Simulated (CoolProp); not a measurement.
Properties of R1234ze(E) along the isotherm 420 K.

Model: reference Helmholtz-energy equation of state, Thol 2016, in CoolProp.

```csv
p (bar),phase,Z,speed of sound (m/s),isothermal compressibility (1/MPa),viscosity (µPa s),Prandtl number,fugacity coefficient
3.63,gas,0.9742,177.5,2.828,17.3,0.773,0.9747
7.27,gas,0.9479,173.5,1.453,17.4,0.782,0.9497
10.9,gas,0.9210,169.5,0.9989,17.4,0.791,0.9252
14.5,gas,0.8936,165.4,0.7759,17.5,0.802,0.9012
18.2,gas,0.8647,161.1,0.6414,17.7,0.815,0.8769
21.8,gas,0.8356,156.8,0.5571,17.9,0.831,0.8536
25.4,gas,0.8054,152.4,0.4997,18.1,0.850,0.8305
29.1,gas,0.7732,147.7,0.4588,18.5,0.875,0.8071
32.7,gas,0.7404,143.1,0.4316,18.9,0.906,0.7846
36.3,gas,0.7061,138.3,0.4137,19.5,0.947,0.7623
40,supercritical,0.6691,133.5,0.4034,20.3,1.00,0.7395
43.6,supercritical,0.6312,128.9,0.3995,21.3,1.07,0.7176
47.3,supercritical,0.5907,124.5,0.3999,22.7,1.18,0.6953
50.9,supercritical,0.5504,121.2,0.4003,24.5,1.32,0.6737
54.5,supercritical,0.5107,119.3,0.3927,27.0,1.50,0.6524
```

Viscosity comes from a separate model (Bell 2016), an estimate that may be off by 10 % or more. Thermal conductivity comes from a separate model (Perkins 2011).
